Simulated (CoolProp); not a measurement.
Properties of C2F6 (R116) at several states (Tc = 19.9 °C, pc = 3.048 MPa, ω = 0.257).

Model: reference Helmholtz-energy equation of state, Lemmon 2006, in CoolProp. It is a short technical equation, of lower accuracy than the large ones.

| T (°C) | p (MPa) | phase | density (kg/m³) | expansivity (1/kK) | viscosity (µPa s) | Prandtl number |
|---|---|---|---|---|---|---|
| -19.75 | 0.0569 | gas | 3.766 | 4.082 | 12.0 | 0.737 |
| 90.35 | 0.226 | gas | 10.44 | 2.873 | 17.1 | 0.747 |
| 41.95 | 0.313 | gas | 16.95 | 3.489 | 14.9 | 0.748 |
| 22.75 | 0.323 | gas | 18.78 | 3.812 | 14.0 | 0.747 |
| 93.75 | 7.1 | supercritical | 479.9 | 9.577 | 32.5 | 1.41 |

Viscosity comes from a separate model (Huber 2003), an estimate that may be off by 10 % or more. Thermal conductivity comes from a separate model (Huber 2003), an estimate that may be off by 10 % or more.
